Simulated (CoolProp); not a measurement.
R21 along the isotherm 473 K: Z from the reference equation and from simpler models built on Tc = 452.7 K, pc = 5.289 MPa, ω = 0.206; each cubic takes its own stable root.

The numbers come from the reference Helmholtz-energy equation of state, Platzer 1990 in CoolProp. This equation is an older, rougher fit; its heat capacities, sound speeds and derivatives of the liquid may be far off and weren't checked against measurements.

```
p (MPa)          phase  reference
-------  -------------  ---------
0.0251             gas     0.9986
0.0515             gas     0.9972
0.106              gas     0.9942
0.217              gas     0.9881
0.446              gas     0.9753
0.916              gas     0.9481
1.88               gas     0.8880
3.86               gas     0.7393
7.93     supercritical     0.3037
```

Question: How far does each simpler model (van der Waals, Soave-Redlich-Kwong, Peng-Robinson) lie from the reference over these 9 states: mean and median of the absolute difference, and the worst?

Answer: 
- van der Waals: mean 3.0 %, median 0.2 %, worst +22.8 % at 473 K and 7.93 MPa
- Soave-Redlich-Kwong: mean 2.1 %, median 0.0 %, worst +17.6 % at 473 K and 7.93 MPa
- Peng-Robinson: mean 1.5 %, median 0.4 %, worst +8.5 % at 473 K and 7.93 MPa
